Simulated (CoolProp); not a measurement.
Values from CoolProp's reference Helmholtz-energy equation of state, Lemmon 2006. It is a short technical equation, of lower accuracy than the large ones.

### Question
For R142b, give the phase and the speed of sound (m/s), expansivity (1/kK), conductivity (mW/(m K)) at 196.85 °C and 3.62 MPa.

### Answer
- 196.85 °C and 3.62 MPa: gas; speed of sound 169, expansivity 4.76, conductivity 28.9

Thermal conductivity comes from a separate model (Huber 2003), an estimate that may be off by 10 % or more.
